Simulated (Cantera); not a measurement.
Predominance diagram of Pb at 1252 °C against the partial pressures of S₂ and F₂ (log10, bar). Cantera with NASA thermochemical tables; ideal gases at 1 bar, condensed phases pure. Candidates: Pb(l), PbF₂(l), PbS(l). Only these pure phases compete in this equilibrium. 

Task: Which phase is stable at these pairs, and which metal-bearing vapour leads over it? (-8.4, -24); (-5.8, -24); (-3.7, -21.3); (-10, -24); (-6.8, -18.7); (-1, -18.7); (-7.3, -16)

Result: 
```csv
log p(S₂),log p(F₂),phase,chief vapour,log p (bar)
-8.4,-24,Pb(l),Pb,-1.5
-5.8,-24,Pb(l),Pb,-1.5
-3.7,-21.3,Pb(l),PbS,-1.1
-10,-24,Pb(l),Pb,-1.5
-6.8,-18.7,Pb(l),Pb,-1.5
-1,-18.7,PbS(l),PbS,-0.3
-7.3,-16,PbF₂(l),PbF₂,-0.7
```
